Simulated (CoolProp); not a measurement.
A single-stage vapour-compression cycle with hydrogen chloride: evaporating at 197.15 K (dew point), condensing at 233.15 K (bubble point), superheat 10 K, subcooling 0 K, compressor efficiency 0.65, no pressure losses. Each further row changes one setting.

Computed with CoolProp (reference Helmholtz-energy equation of state, Thol 2018).

| case | cooling COP | pressure ratio | discharge temperature (K) | refrigerating effect (kJ/kg) | volumetric capacity (kJ/m³) |
|---|---|---|---|---|---|
| as stated | 2.82 | 4.66 | 376.6 | 381 | 1370 |
| evaporating temperature 202.15 K | 3.46 | 3.63 | 350.9 | 384 | 1750 |
| condensing temperature 228.15 K | 3.36 | 3.88 | 352.1 | 390 | 1410 |
| subcooling 5 K | 2.88 | 4.66 | 376.6 | 390 | 1410 |
| superheat 20 K | 2.74 | 4.66 | 396.0 | 390 | 1330 |
| compressor efficiency 0.55 | 2.39 | 4.66 | 406.3 | 381 | 1370 |
